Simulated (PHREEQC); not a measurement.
## Alkaline etch or developer

Make-up at 25 °C: 0.067 mol/kgw NH3, 6.4e-05 mol/kgw Na2SiO3 and 0.0048 mol/kgw Na2CO3. Closed to the air; pH follows from the charge balance.

Equilibrium calculation in PHREEQC: ion-association model, phreeqc.dat.

This is a speciation only: nothing precipitates in the calculation.

Question: Estimate the pH, ionic strength, specific conductance.

Answer: pH 11.12; ionic strength 0.0142 mol/kgw; specific conductance 1280 µS/cm.

Question: In which forms is Si present?

Answer: H3SiO4- 95 %, H4SiO4 4.3 %, H2SiO4-2 1.2 % of the Si.
